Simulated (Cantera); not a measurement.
A Cantera script and its output.

```python
import numpy as np
import cantera as ct

gas = ct.Solution("gri30.yaml")
gas.TPX = 1350, 2666, {'N2O': 1, 'H2O': 0.13, 'N2': 0.0012}
reactor = ct.IdealGasConstPressureReactor(gas, energy="off", clone=False)
net = ct.ReactorNet([reactor])
net.rtol, net.atol = 1e-08, 1e-18
show = ['N2O', 'H2O', 'NO', 'H', 'H2O2', 'O']
times = np.geomspace(3e-06, 20, 15)

steps = ct.SolutionArray(gas, extra=["t"])
rows = []
print(f"{'t/s':>10s}{'T/K':>9s}{'P/Pa':>11s}" + "".join(f"{s:>11s}" for s in show))
for t in times:
    while net.time < t:
        t_next = net.step()
        steps.append(gas.state, t=t_next)
    rows.append([np.interp(t, steps.t, y) for y in (steps.T, steps.P, *steps(*show).X.T)])
    print(f"{t:10.3e}{rows[-1][0]:9.1f}{rows[-1][1]:11.4g}" + "".join(f"{x:11.3e}" for x in rows[-1][2:]))
rate = np.gradient(steps.T, steps.t)
print("integrator steps:", len(steps.t))
if steps.T.max() > steps.T[0] + 200:
    print(f"time of steepest temperature rise: {steps.t[rate.argmax()]:.4e} s")
gas.TPX = 1350, 2666, {'N2O': 1, 'H2O': 0.13, 'N2': 0.0012}
gas.equilibrate("TP")
print(f"equilibrium (TP): T = {gas.T:.1f} K  " + "  ".join(f"{s} {gas[s].X[0]:.3e}" for s in show))
```

Output:

```
       t/s      T/K       P/Pa        N2O        H2O         NO          H       H2O2          O
 3.000e-06   1350.0       2666  8.840e-01  1.149e-01  1.387e-09  2.280e-15  1.854e-18  4.221e-07
 9.216e-06   1350.0       2666  8.840e-01  1.149e-01  1.291e-08  1.018e-13  1.647e-16  1.267e-06
 2.831e-05   1350.0       2666  8.840e-01  1.149e-01  1.159e-07  6.139e-12  1.391e-14  3.628e-06
 8.697e-05   1350.0       2666  8.840e-01  1.149e-01  9.533e-07  2.308e-10  1.116e-12  9.080e-06
 2.672e-04   1350.0       2666  8.839e-01  1.149e-01  6.259e-06  3.562e-09  7.437e-11  1.636e-05
 8.208e-04   1350.0       2666  8.837e-01  1.149e-01  2.825e-05  1.947e-08  3.368e-09  1.874e-05
 2.521e-03   1350.0       2666  8.830e-01  1.148e-01  9.734e-05  5.844e-08  8.454e-08  1.875e-05
 7.746e-03   1350.0       2666  8.809e-01  1.147e-01  3.035e-04  9.019e-08  2.354e-07  1.900e-05
 2.380e-02   1350.0       2666  8.743e-01  1.145e-01  9.024e-04  9.639e-08  1.728e-07  1.900e-05
 7.310e-02   1350.0       2666  8.543e-01  1.137e-01  2.653e-03  9.291e-08  1.104e-07  1.859e-05
 2.246e-01   1350.0       2666  7.973e-01  1.114e-01  7.792e-03  8.637e-08  5.408e-08  1.777e-05
 6.899e-01   1350.0       2666  6.524e-01  1.056e-01  2.110e-02  8.816e-08  1.996e-08  1.684e-05
 2.119e+00   1350.0       2666  3.775e-01  9.468e-02  4.613e-02  1.094e-07  7.396e-09  1.570e-05
 6.510e+00   1350.0       2666  9.266e-02  8.332e-02  7.101e-02  1.578e-07  3.791e-09  1.388e-05
 2.000e+01   1350.0       2666  3.137e-03  7.978e-02  7.767e-02  5.282e-08  1.608e-09  5.596e-06
integrator steps: 1411
equilibrium (TP): T = 1350.0 K  N2O 5.415e-09  H2O 7.967e-02  NO 5.800e-04  H 6.254e-09  H2O2 5.710e-10  O 1.439e-06
```

Computed with Cantera and GRI-Mech 3.0 (53 species, 325 reactions). GRI-Mech 3.0 was tuned for natural gas; its chemistry of N2O as a main component is partial and can be far from experiment. Radical loss at walls, strong at low pressure, is not modelled. The mechanism lacks the step 2 NO + O2 → 2 NO2, which can matter for NO2 below about 1400 K. The temperature is held fixed by assumption; the heat of reaction is taken as removed at once.
